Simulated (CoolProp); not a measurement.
Water along the isotherm 716.3 K: density (kg/m³) from the reference equation and from simpler models built on Tc = 647.1 K, pc = 22.06 MPa, ω = 0.344; each cubic takes its own stable root.

Values from CoolProp's reference Helmholtz-energy equation of state, Wagner 2002.

| p (MPa) | phase | reference |
|---|---|---|
| 7.14 | gas | 23.42 |
| 14.3 | gas | 51.99 |
| 21.4 | gas | 88.87 |
| 28.6 | supercritical | 142.7 |
| 35.7 | supercritical | 228.1 |
| 42.9 | supercritical | 343.3 |
| 50 | supercritical | 429.0 |
| 57.1 | supercritical | 482.9 |
| 64.3 | supercritical | 521.2 |
| 71.4 | supercritical | 550.0 |
| 78.6 | supercritical | 573.7 |
| 85.7 | supercritical | 593.3 |
| 92.9 | supercritical | 610.5 |
| 100 | supercritical | 625.5 |

Problem. How far does each simpler model (ideal gas, van der Waals, Redlich-Kwong) lie from the reference over these 14 states: mean and median of the absolute difference, and the worst?

Solution. 
- ideal gas: mean 48.5 %, median 55.1 %, worst -64.8 % at 716.3 K and 50 MPa
- van der Waals: mean 23.4 %, median 31.0 %, worst -40.0 % at 716.3 K and 100 MPa
- Redlich-Kwong: mean 16.6 %, median 23.4 %, worst -27.4 % at 716.3 K and 100 MPa
